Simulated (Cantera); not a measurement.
An isothermal, constant-pressure homogeneous reactor starts with C2H6 : H2 = 1 : 93 (molar parts), at 2000 K and 0.0825 Torr. Integrator tolerance rtol = 1e-08.

Cantera simulation using GRI-Mech 3.0 (53 species, 325 reactions); the numbers are that mechanism's predictions, not measurements. GRI-Mech 3.0 stops at C3 and has no aromatics, soot or wall deposition, so with more carbon than oxygen in the feed, carbon stays in small species such as C2H2 where larger ones or solid carbon would form. Radical loss at walls, strong at low pressure, is not modelled.

### Question
What does this change do: pressure from 0.0825 Torr to 0.458 Torr?

### Answer
```tsv
quantity	before	after
x(C2H6) at 20.0 s	2.30e-9 (gas-phase equilibrium <1e-12)	1.79e-11 (gas-phase equilibrium <1e-12)
x(H2) at 20.0 s	0.976 (gas-phase equilibrium 0.847)	0.969 (gas-phase equilibrium 0.926)
x(CH3) at 20.0 s	0.000183 (gas-phase equilibrium 4.28e-7)	1.97e-5 (gas-phase equilibrium 1.13e-6)
x(H) at 20.0 s	0.0136 (gas-phase equilibrium 0.144)	0.0206 (gas-phase equilibrium 0.0638)
x(CH4) at 20.0 s	0.000666 (gas-phase equilibrium 1.28e-7)	4.70e-5 (gas-phase equilibrium 8.31e-7)
x(C2H4) at 20.0 s	6.27e-7 (gas-phase equilibrium 6.01e-9)	1.66e-7 (gas-phase equilibrium 3.81e-8)
x(CH2) at 20.0 s	3.22e-6 (gas-phase equilibrium 9.42e-8)	5.41e-7 (gas-phase equilibrium 1.01e-7)
```

### Question
What does this change do: temperature 2000 to 1800 K?

### Answer
```tsv
quantity	before	after
x(C2H6) at 20.0 s	2.30e-9 (gas-phase equilibrium <1e-12)	5.32e-8 (gas-phase equilibrium <1e-12)
x(H2) at 20.0 s	0.976 (gas-phase equilibrium 0.847)	0.982 (gas-phase equilibrium 0.956)
x(CH3) at 20.0 s	0.000183 (gas-phase equilibrium 4.28e-7)	0.000420 (gas-phase equilibrium 4.25e-7)
x(H) at 20.0 s	0.0136 (gas-phase equilibrium 0.144)	0.00489 (gas-phase equilibrium 0.0336)
x(CH4) at 20.0 s	0.000666 (gas-phase equilibrium 1.28e-7)	0.00420 (gas-phase equilibrium 6.00e-7)
x(C2H4) at 20.0 s	6.27e-7 (gas-phase equilibrium 6.01e-9)	5.70e-6 (gas-phase equilibrium 2.50e-8)
x(CH2) at 20.0 s	3.22e-6 (gas-phase equilibrium 9.42e-8)	2.14e-6 (gas-phase equilibrium 1.68e-8)
```
